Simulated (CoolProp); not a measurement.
The numbers come from the reference Helmholtz-energy equation of state, Zhou 2012 in CoolProp.

Q: For m-xylene, give the phase and the density (kg/m³), viscosity (µPa s), fugacity coefficient at 329.7 K and 1.62 MPa; 432.7 K and 1.62 MPa.

A: 
- 329.7 K and 1.62 MPa: liquid; density 834, viscosity 425, fugacity coefficient 0.00374
- 432.7 K and 1.62 MPa: liquid; density 737, viscosity 194, fugacity coefficient 0.105

Viscosity comes from a separate model (Cao 2016).
